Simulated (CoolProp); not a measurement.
Properties of diethyl ether along the isotherm 274.85 °C (Tc = 194.7 °C, pc = 3717 kPa, ω = 0.282).

The numbers come from the reference Helmholtz-energy equation of state, Thol 2014 in CoolProp.

```csv
p (kPa),phase,Z,cp (kJ/(kg K)),isothermal compressibility (1/MPa),expansivity (1/kK)
17.6,gas,0.9991,2.376,56.87,1.831
33.4,gas,0.9983,2.376,29.99,1.837
63.4,gas,0.9967,2.378,15.82,1.847
120,gas,0.9938,[?],8.386,1.868
228,gas,0.9882,[?],4.439,1.907
432,gas,0.9774,2.395,2.369,1.986
818,gas,0.9566,2.416,1.280,2.148
1550,gas,0.9154,[?],0.7085,[?]
2940,gas,0.8307,2.590,[?],3.493
5580,supercritical,0.6566,3.052,0.2762,6.904
```

### Question
Complete the blanks.

### Answer

- 120, cp (kJ/(kg K)): 2.380
- 228, cp (kJ/(kg K)): 2.385
- 1550, cp (kJ/(kg K)): 2.463
- 1550, expansivity (1/kK): 2.514
- 2940, isothermal compressibility (1/MPa): 0.4169
